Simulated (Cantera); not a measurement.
# Adiabatic ignition

An adiabatic, constant-volume homogeneous reactor starts with 48.6 % H₂, 13.5 % O₂, 37.8 % N₂, equivalence ratio 1.8, at 1498 K and 1.70 bar.

Model: GRI-Mech 3.0 (53 species, 325 reactions), integrated in Cantera. Above 3000 K some thermodynamic fits are extrapolated.

```json
[
 {"t (s)": "1.00e-5", "T (K)": "2384", "P (bar)": "2.58", "x H₂": "0.199", "x O₂": "0.00566", "x O": "0.0115", "x NO": "2.36e-5", "x NO₂": "1.20e-9", "x H₂O₂": "4.77e-7", "x OH": "0.0268"},
 {"t (s)": "3.16e-5", "T (K)": "3091", "P (bar)": "3.19", "x H₂": "0.228", "x O₂": "0.00180", "x O": "0.00392", "x NO": "0.000470", "x NO₂": "4.03e-8", "x H₂O₂": "3.96e-7", "x OH": "0.0247"},
 {"t (s)": "0.000100", "T (K)": "3102", "P (bar)": "3.20", "x H₂": "0.230", "x O₂": "0.00165", "x O": "0.00363", "x NO": "0.00197", "x NO₂": "1.68e-7", "x H₂O₂": "3.87e-7", "x OH": "0.0239"},
 {"t (s)": "0.000316", "T (K)": "3098", "P (bar)": "3.19", "x H₂": "0.231", "x O₂": "0.00159", "x O": "0.00352", "x NO": "0.00331", "x NO₂": "2.78e-7", "x H₂O₂": "3.76e-7", "x OH": "0.0234"},
 {"t (s)": "0.00100", "T (K)": "3098", "P (bar)": "3.19", "x H₂": "0.231", "x O₂": "0.00158", "x O": "0.00351", "x NO": "0.00339", "x NO₂": "2.84e-7", "x H₂O₂": "3.76e-7", "x OH": "0.0234"},
 {"t (s)": "0.00316", "T (K)": "3098", "P (bar)": "3.19", "x H₂": "0.231", "x O₂": "0.00158", "x O": "0.00351", "x NO": "0.00339", "x NO₂": "2.84e-7", "x H₂O₂": "3.76e-7", "x OH": "0.0234"},
 {"t (s)": "0.0100", "T (K)": "3098", "P (bar)": "3.19", "x H₂": "0.231", "x O₂": "0.00158", "x O": "0.00351", "x NO": "0.00339", "x NO₂": "2.84e-7", "x H₂O₂": "3.76e-7", "x OH": "0.0234"},
 {"t (s)": "0.0316", "T (K)": "3098", "P (bar)": "3.19", "x H₂": "0.231", "x O₂": "0.00158", "x O": "0.00351", "x NO": "0.00339", "x NO₂": "2.84e-7", "x H₂O₂": "3.76e-7", "x OH": "0.0234"},
 {"t (s)": "0.100", "T (K)": "3098", "P (bar)": "3.19", "x H₂": "0.231", "x O₂": "0.00158", "x O": "0.00351", "x NO": "0.00339", "x NO₂": "2.84e-7", "x H₂O₂": "3.76e-7", "x OH": "0.0234"},
 {"t (s)": "0.316", "T (K)": "3098", "P (bar)": "3.19", "x H₂": "0.231", "x O₂": "0.00158", "x O": "0.00351", "x NO": "0.00339", "x NO₂": "2.84e-7", "x H₂O₂": "3.76e-7", "x OH": "0.0234"},
 {"t (s)": "1.00", "T (K)": "3098", "P (bar)": "3.19", "x H₂": "0.231", "x O₂": "0.00158", "x O": "0.00351", "x NO": "0.00339", "x NO₂": "2.84e-7", "x H₂O₂": "3.76e-7", "x OH": "0.0234"}
]
```
x: mole fraction; the columns are a selection and need not sum to one.

time of steepest temperature rise: 7.18 µs
temperature at 1.00 s: 3098 K
equilibrium temperature: 3098 K
x(H₂) at 1.00 s: 0.231 (gas-phase equilibrium 0.231)
x(O₂) at 1.00 s: 0.00158 (gas-phase equilibrium 0.00158)
x(O) at 1.00 s: 0.00351 (gas-phase equilibrium 0.00351)
